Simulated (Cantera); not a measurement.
What does this Cantera script print?

```python
import numpy as np
import cantera as ct

gas_names = """
    Fe FeO N NO NO2 NO3 N2 N2O O O2 O3 S SN SO SO2 SO3 S2 S2O S8
""".split()
cond_names = """
    Fe(a) Fe(c) Fe(d) Fe(L) FeO(s) FeO(L) FeS(a) FeS(b) FeS(c) FeS(L) FeSO4(s) FeS2(s) Fe2O3(s)
    Fe2S3O12(s) Fe3O4(s) S(cr1) S(cr2) S(L)
""".split()


# ... load() reads the species with a 1 bar reference pressure and builds the phases ...
atoms = {
    'Fe2O3': {'Fe': 2, 'O': 3},
    'O2': {'O': 2},
    'N2': {'N': 2},
    'SO2': {'S': 1, 'O': 2},
}
top_T = {'FeSO4(s)': 950, 'FeS2(s)': 1010, 'Fe2O3(s)': 1830, 'Fe2S3O12(s)': 1100, 'Fe3O4(s)': 1870}  # K; cautious upper limits of use, not melting points


# ... equilibrate(T, P, feed) seeds the gas with the atoms and calls Mixture.equilibrate('TP', solver="vcs", rtol=1e-11, max_steps=5000) ...
results = []
T = 1523.15  # K
P = 360000  # Pa
for m in [3, 5.5, 8, 10, 13, 15, 18, 20, 23, 25, 28, 30]:
    feed = {'Fe2O3': 1, 'O2': 2.1, 'N2': m, 'SO2': 0.11}  # mol
    mix = equilibrate(T, P, feed)
    results.append((T, P, feed, dict(zip(mix.species_names, mix.species_moles))))
    x = sorted(zip(gas.X, gas.species_names), reverse=True)
    print(f"T = {T:g} K  P = {P:g} Pa  n(N2) = {m:g} mol  gas = {mix.phase_moles(0):.4g} mol")
    print("   x: " + "  ".join(f"{s} {v:.3e}" for v, s in x if v > 1e-05))
    print("   condensed (mol): " + ("  ".join(f"{mix.phase(i).name} {mix.phase_moles(i):.4g}"
          for i in range(1, mix.n_phases) if mix.phase_moles(i) > 1e-12) or "none"))
```

Result:

```
T = 1523.15 K  P = 360000 Pa  n(N2) = 3 mol  gas = 5.208 mol
   x: N2 5.752e-01  O2 4.020e-01  SO2 2.031e-02  NO 1.617e-03  SO3 8.128e-04  NO2 2.129e-05
   condensed (mol): Fe2O3(s) 1
T = 1523.15 K  P = 360000 Pa  n(N2) = 5.5 mol  gas = 7.708 mol
   x: N2 7.128e-01  O2 2.715e-01  SO2 1.382e-02  NO 1.479e-03  SO3 4.544e-04  NO2 1.600e-05
   condensed (mol): Fe2O3(s) 1
T = 1523.15 K  P = 360000 Pa  n(N2) = 8 mol  gas = 10.21 mol
   x: N2 7.830e-01  O2 2.049e-01  SO2 1.048e-02  NO 1.347e-03  SO3 2.993e-04  NO2 1.266e-05
   condensed (mol): Fe2O3(s) 1
T = 1523.15 K  P = 360000 Pa  n(N2) = 10 mol  gas = 12.21 mol
   x: N2 8.185e-01  O2 1.713e-01  SO2 8.781e-03  NO 1.259e-03  SO3 2.294e-04  NO2 1.082e-05
   condensed (mol): Fe2O3(s) 1
T = 1523.15 K  P = 360000 Pa  n(N2) = 13 mol  gas = 15.21 mol
   x: N2 8.542e-01  O2 1.374e-01  SO2 7.067e-03  NO 1.152e-03  SO3 1.654e-04
   condensed (mol): Fe2O3(s) 1
T = 1523.15 K  P = 360000 Pa  n(N2) = 15 mol  gas = 17.21 mol
   x: N2 8.711e-01  O2 1.214e-01  SO2 6.255e-03  NO 1.094e-03  SO3 1.376e-04
   condensed (mol): Fe2O3(s) 1
T = 1523.15 K  P = 360000 Pa  n(N2) = 18 mol  gas = 20.21 mol
   x: N2 8.902e-01  O2 1.033e-01  SO2 5.335e-03  NO 1.020e-03  SO3 1.083e-04
   condensed (mol): Fe2O3(s) 1
T = 1523.15 K  P = 360000 Pa  n(N2) = 20 mol  gas = 22.21 mol
   x: N2 9.000e-01  O2 9.401e-02  SO2 4.859e-03  NO 9.782e-04  SO3 9.404e-05
   condensed (mol): Fe2O3(s) 1
T = 1523.15 K  P = 360000 Pa  n(N2) = 23 mol  gas = 25.21 mol
   x: N2 9.119e-01  O2 8.280e-02  SO2 4.286e-03  NO 9.240e-04  SO3 7.784e-05
   condensed (mol): Fe2O3(s) 1
T = 1523.15 K  P = 360000 Pa  n(N2) = 25 mol  gas = 27.21 mol
   x: N2 9.184e-01  O2 7.669e-02  SO2 3.973e-03  NO 8.925e-04  SO3 6.946e-05
   condensed (mol): Fe2O3(s) 1
T = 1523.15 K  P = 360000 Pa  n(N2) = 28 mol  gas = 30.21 mol
   x: N2 9.264e-01  O2 6.906e-02  SO2 3.582e-03  NO 8.506e-04  SO3 5.941e-05
   condensed (mol): Fe2O3(s) 1
T = 1523.15 K  P = 360000 Pa  n(N2) = 30 mol  gas = 32.21 mol
   x: N2 9.310e-01  O2 6.475e-02  SO2 3.361e-03  NO 8.257e-04  SO3 5.399e-05
   condensed (mol): Fe2O3(s) 1
```

These are equilibrium values from Cantera (NASA tables, ideal gas, pure condensed phases), not measurements of a reactor.
